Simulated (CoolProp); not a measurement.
Properties of R141b along the isobar 0.238 MPa (Tc = 477.5 K, pc = 4.212 MPa, ω = 0.220).

Values from CoolProp's reference Helmholtz-energy equation of state, Lemmon 2006. It is a short technical equation, of lower accuracy than the large ones.

```json
[
 {"T (K)": "293.4", "phase": "liquid", "Z": "0.009177", "cp (kJ/(kg K))": "1.147", "cv (kJ/(kg K))": "0.8023", "isothermal compressibility (1/MPa)": "0.001633", "expansivity (1/kK)": "1.545"},
 {"T (K)": "302.4", "phase": "liquid", "Z": "0.009031", "cp (kJ/(kg K))": "1.159", "cv (kJ/(kg K))": "0.8096", "isothermal compressibility (1/MPa)": "0.001799", "expansivity (1/kK)": "1.597"},
 {"T (K)": "311.4", "phase": "liquid", "Z": "0.008899", "cp (kJ/(kg K))": "1.172", "cv (kJ/(kg K))": "0.8172", "isothermal compressibility (1/MPa)": "0.001990", "expansivity (1/kK)": "1.656"},
 {"T (K)": "320.4", "phase": "liquid", "Z": "0.008782", "cp (kJ/(kg K))": "1.187", "cv (kJ/(kg K))": "0.8252", "isothermal compressibility (1/MPa)": "0.002210", "expansivity (1/kK)": "1.723"},
 {"T (K)": "329.4", "phase": "liquid", "Z": "0.008678", "cp (kJ/(kg K))": "1.202", "cv (kJ/(kg K))": "0.8333", "isothermal compressibility (1/MPa)": "0.002467", "expansivity (1/kK)": "1.799"},
 {"T (K)": "338.4", "phase": "gas", "Z": "0.9361", "cp (kJ/(kg K))": "0.8763", "cv (kJ/(kg K))": "0.7748", "isothermal compressibility (1/MPa)": "4.516", "expansivity (1/kK)": "3.784"},
 {"T (K)": "347.4", "phase": "gas", "Z": "0.9425", "cp (kJ/(kg K))": "0.8772", "cv (kJ/(kg K))": "0.7804", "isothermal compressibility (1/MPa)": "4.479", "expansivity (1/kK)": "3.572"},
 {"T (K)": "356.4", "phase": "gas", "Z": "0.9480", "cp (kJ/(kg K))": "0.8806", "cv (kJ/(kg K))": "0.7874", "isothermal compressibility (1/MPa)": "4.448", "expansivity (1/kK)": "3.395"},
 {"T (K)": "365.4", "phase": "gas", "Z": "0.9527", "cp (kJ/(kg K))": "0.8857", "cv (kJ/(kg K))": "0.7953", "isothermal compressibility (1/MPa)": "4.423", "expansivity (1/kK)": "3.244"},
 {"T (K)": "374.4", "phase": "gas", "Z": "0.9567", "cp (kJ/(kg K))": "0.8920", "cv (kJ/(kg K))": "0.8039", "isothermal compressibility (1/MPa)": "4.402", "expansivity (1/kK)": "3.112"}
]
```
